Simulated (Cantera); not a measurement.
# Pyrogenic steam for wet oxidation

An isothermal, constant-pressure homogeneous reactor starts with 28.9 % H₂, 22.2 % O₂, 48.9 % N₂, equivalence ratio 0.65, at 998 K and 13300 Pa.

Cantera simulation using GRI-Mech 3.0 (53 species, 325 reactions); the numbers are that mechanism's predictions, not measurements. Radical loss at walls, strong at low pressure, is not modelled. The temperature is held fixed by assumption; the heat of reaction is taken as removed at once.

```json
[
 {"t (s)": "2.00e-6", "x H₂": "0.289", "x O₂": "0.222", "x N₂O": "<1e-12", "x H₂O": "<1e-12", "x H": "1.16e-11"},
 {"t (s)": "1.00e-5", "x H₂": "0.289", "x O₂": "0.222", "x N₂O": "<1e-12", "x H₂O": "4.45e-12", "x H": "5.89e-11"},
 {"t (s)": "5.02e-5", "x H₂": "0.289", "x O₂": "0.222", "x N₂O": "<1e-12", "x H₂O": "2.41e-10", "x H": "4.50e-10"},
 {"t (s)": "0.000252", "x H₂": "0.289", "x O₂": "0.222", "x N₂O": "<1e-12", "x H₂O": "8.67e-8", "x H": "6.91e-8"},
 {"t (s)": "0.00126", "x H₂": "0.0237", "x O₂": "0.103", "x N₂O": "5.40e-9", "x H₂O": "0.293", "x H": "0.0193"},
 {"t (s)": "0.00632", "x H₂": "0.00110", "x O₂": "0.0913", "x N₂O": "1.01e-8", "x H₂O": "0.336", "x H": "2.22e-5"},
 {"t (s)": "0.0317", "x H₂": "0.000125", "x O₂": "0.0910", "x N₂O": "1.11e-8", "x H₂O": "0.337", "x H": "6.18e-7"},
 {"t (s)": "0.159", "x H₂": "4.40e-6", "x O₂": "0.0909", "x N₂O": "1.14e-8", "x H₂O": "0.338", "x H": "8.21e-9"},
 {"t (s)": "0.796", "x H₂": "4.06e-8", "x O₂": "0.0909", "x N₂O": "1.15e-8", "x H₂O": "0.338", "x H": "9.78e-11"},
 {"t (s)": "3.99", "x H₂": "3.87e-9", "x O₂": "0.0909", "x N₂O": "1.15e-8", "x H₂O": "0.338", "x H": "6.33e-12"},
 {"t (s)": "20.0", "x H₂": "7.44e-10", "x O₂": "0.0909", "x N₂O": "1.14e-8", "x H₂O": "0.338", "x H": "<1e-12"}
]
```
x: mole fraction; the columns are a selection and need not sum to one.

Equilibrium at this temperature and pressure: H₂ 2.54e-10, O₂ 0.0909, N₂O 4.41e-10, H₂O 0.338, H <1e-12 (gas phase only).
